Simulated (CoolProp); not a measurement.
o-xylene along the isobar 5120 kPa: fugacity coefficient from the reference equation and from simpler models built on Tc = 630.3 K, pc = 3737 kPa, ω = 0.312; each cubic takes its own stable root.

Values from CoolProp's reference Helmholtz-energy equation of state, Zhou 2012.

```tsv
T (K)	phase	reference	Redlich-Kwong	Soave-Redlich-Kwong
523.4	liquid	0.1689	0.2274	0.1795
529.8	liquid	0.1840	0.2432	0.1958
536.3	liquid	0.2002	0.2597	0.2131
542.7	liquid	0.2168	0.2764	0.2310
549.2	liquid	0.2344	0.2938	0.2499
555.6	liquid	0.2525	0.3113	0.2692
562	liquid	0.2712	0.3291	0.2892
568.5	liquid	0.2908	0.3475	0.3102
574.9	liquid	0.3107	0.3658	0.3314
581.4	liquid	0.3315	0.3846	0.3535
587.8	liquid	0.3525	0.4034	0.3757
594.2	liquid	0.3739	0.4222	0.3982
600.7	liquid	0.3959	0.4414	0.4214
607.1	liquid	0.4180	0.4603	0.4445
613.6	liquid	0.4405	0.4794	0.4680
620	liquid	0.4629	0.4981	0.4911
```
